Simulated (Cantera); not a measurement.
A closed system holds: 1 mol B2O3, 1 mol H2O, equilibrated at 1677 °C and 5.33 Torr.

Equilibrium computed with Cantera from the NASA thermochemical tables; the gas is ideal and each condensed phase is pure. Rates play no part.

```csv
species,before,after
HBO2,0.602,0.609
B2O3,0.190,0.191
H2O,0.184,0.187
BO2,0.00931,0.00507
H2,0.00931,0.00519
O,0.000245,7.24e-5
BO,0.000305,9.07e-5
H,0.00131,0.000394
O2,0.00210,0.00113
OH,0.00235,0.00129
HBO,0.000142,7.85e-5
```
Gas species are given as mole fractions.

Task: Name the change that produced these shifts.
(A) H2O from 1 to 0.14 mol
(B) 1.8 mol O2 added
(C) temperature from 1677 °C to 1777 °C
(D) pressure from 5.33 Torr to 33.0 Torr

Result: D, pressure from 5.33 Torr to 33.0 Torr
